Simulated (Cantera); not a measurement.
Cantera run:

```python
import numpy as np
import cantera as ct

gas_names = [...]  # 113 gases of nasa_gas.yaml made of C, H, O, Ti
cond_names = """
    C(gr) C6H6(L) C7H8(L) C8H18(L),n-octa H2O(s) H2O(L) Ti(a) Ti(b) Ti(L) TiC(s) TiC(L) TiO(a) TiO(b)
    TiO(L) TiO2(ru) TiO2(L) Ti2O3(a) Ti2O3(b) Ti2O3(L) Ti3O5(a) Ti3O5(b) Ti3O5(L) Ti4O7(s) Ti4O7(L)
""".split()


# ... load() reads the species with a 1 bar reference pressure and builds the phases ...
atoms = {
    'Ti': {'Ti': 1},
    'CO': {'C': 1, 'O': 1},
    'H2': {'H': 2},
}
top_T = {'C(gr)': 4500}  # K; cautious upper limits of use, not melting points


# ... equilibrate(T, P, feed) seeds the gas with the atoms and calls Mixture.equilibrate('TP', solver="vcs", rtol=1e-11, max_steps=5000) ...
results = []
feed = {'Ti': 1, 'CO': 1.3, 'H2': 4.1}  # mol
P = 10000  # Pa
for T in [1223, 1323, 1423, 1523, 1623, 1723, 1823]:
    mix = equilibrate(T, P, feed)
    results.append((T, P, feed, dict(zip(mix.species_names, mix.species_moles))))

top = {s: max(r[3][s] / sum(r[3][g] for g in gas_names) for r in results) for s in gas_names}
cols = sorted((s for s in top if top[s] > 1e-05), key=lambda s: -top[s])[:5]
seen = [c for c in cond_names if any(r[3].get(c, 0) > 1e-12 for r in results)]
print("log10 of partial pressures in bar; condensed amounts in mol")
print(f"{'T/K':>10s}" + "".join(f"{s[:9]:>10s}" for s in cols + seen))
for T, P, feed, n in results:
    ng = sum(n[g] for g in gas_names)
    print(f"{T:10.4g}" + "".join(f"{np.log10(max(n[s] / ng * P / 1e5, 1e-99)):10.3f}" for s in cols)
          + "".join(f"{n.get(c, 0):10.4g}" for c in seen))
```

Output:

```
log10 of partial pressures in bar; condensed amounts in mol
       T/K        H2        CO       CH4         H       H2O     C(gr)    TiC(s)  Ti2O3(b)  Ti3O5(b)
      1223    -1.011    -2.633    -3.897    -7.027    -5.341    0.9186    0.2786         0    0.2405
      1323    -1.066    -1.850    -4.336    -6.333    -5.016         0    0.6244         0    0.1252
      1423    -1.069    -1.836    -5.019    -5.712    -4.953         0       0.6       0.2         0
      1523    -1.069    -1.836    -5.609    -5.170    -4.907         0    0.6002    0.1999         0
      1623    -1.069    -1.836    -6.124    -4.695    -4.868         0    0.6003    0.1999         0
      1723    -1.069    -1.836    -6.577    -4.273    -4.834         0    0.6003    0.1999         0
      1823    -1.069    -1.837    -6.978    -3.898    -4.806         0    0.6003    0.1998         0
```

Equilibrium computed with Cantera from the NASA thermochemical tables; the gas is ideal and each condensed phase is pure. Mutual solubility and eutectic melting of coexisting phases are not modelled. TiC: taken at fixed stoichiometry.
